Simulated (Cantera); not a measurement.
Input (Python, Cantera):

```python
import numpy as np
import cantera as ct

gas = ct.Solution("gri30.yaml")
gas.TPX = 1825, 18000, {'NO': 1, 'N2': 0.72}
reactor = ct.IdealGasConstPressureReactor(gas, energy="off", clone=False)
net = ct.ReactorNet([reactor])
net.rtol, net.atol = 1e-08, 1e-18
show = ['NO', 'O2', 'N2', 'N2O', 'NO2', 'O']
times = np.geomspace(0.0003, 10, 10)

steps = ct.SolutionArray(gas, extra=["t"])
rows = []
print(f"{'t/s':>10s}{'T/K':>9s}{'P/Pa':>11s}" + "".join(f"{s:>11s}" for s in show))
for t in times:
    while net.time < t:
        t_next = net.step()
        steps.append(gas.state, t=t_next)
    rows.append([np.interp(t, steps.t, y) for y in (steps.T, steps.P, *steps(*show).X.T)])
    print(f"{t:10.3e}{rows[-1][0]:9.1f}{rows[-1][1]:11.4g}" + "".join(f"{x:11.3e}" for x in rows[-1][2:]))
rate = np.gradient(steps.T, steps.t)
print("integrator steps:", len(steps.t))
if steps.T.max() > steps.T[0] + 200:
    print(f"time of steepest temperature rise: {steps.t[rate.argmax()]:.4e} s")
gas.TPX = 1825, 18000, {'NO': 1, 'N2': 0.72}
gas.equilibrate("TP")
print(f"equilibrium (TP): T = {gas.T:.1f} K  " + "  ".join(f"{s} {gas[s].X[0]:.3e}" for s in show))
```

Result:

```
       t/s      T/K       P/Pa         NO         O2         N2        N2O        NO2          O
 3.000e-04   1825.0    1.8e+04  5.814e-01  4.363e-08  4.186e-01  5.172e-06  1.345e-06  4.015e-06
 9.543e-04   1825.0    1.8e+04  5.814e-01  4.305e-07  4.186e-01  1.580e-05  8.752e-06  8.722e-06
 3.035e-03   1825.0    1.8e+04  5.813e-01  5.705e-06  4.186e-01  4.431e-05  3.708e-05  1.785e-05
 9.655e-03   1825.0    1.8e+04  5.810e-01  7.526e-05  4.187e-01  9.747e-05  8.401e-05  3.107e-05
 3.071e-02   1825.0    1.8e+04  5.802e-01  4.564e-04  4.191e-01  1.335e-04  9.901e-05  3.590e-05
 9.769e-02   1825.0    1.8e+04  5.776e-01  1.753e-03  4.204e-01  1.344e-04  1.078e-04  3.855e-05
 3.107e-01   1825.0    1.8e+04  5.693e-01  5.866e-03  4.245e-01  1.296e-04  1.302e-04  4.535e-05
 9.884e-01   1825.0    1.8e+04  5.436e-01  1.867e-02  4.374e-01  1.161e-04  1.792e-04  6.158e-05
 3.144e+00   1825.0    1.8e+04  4.698e-01  5.551e-02  4.743e-01  8.389e-05  2.474e-04  9.302e-05
 1.000e+01   1825.0    1.8e+04  3.059e-01  1.374e-01  5.563e-01  3.399e-05  2.495e-04  1.386e-04
integrator steps: 696
equilibrium (TP): T = 1825.0 K  NO 5.034e-03  O2 2.880e-01  N2 7.067e-01  N2O 1.158e-07  NO2 5.948e-06  O 1.956e-04
```

Computed with Cantera and GRI-Mech 3.0 (53 species, 325 reactions).
